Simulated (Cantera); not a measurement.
Feed: 1 mol SiCl4, 0.11 mol HCl, 420 mol H2, held at 1.00 bar.

Equilibrium computed with Cantera from the NASA thermochemical tables; the gas is ideal and each condensed phase is pure. Candidate condensed phases: Si; 19 gas species. Rates play no part.

Problem. At 1375 °C, list the 4 most abundant gas species with their mole fractions, and the condensed phases.

Solution. H2 0.990, HCl 0.00912, SiCl2 0.000298, H 8.86e-5. Condensed: Si(s).
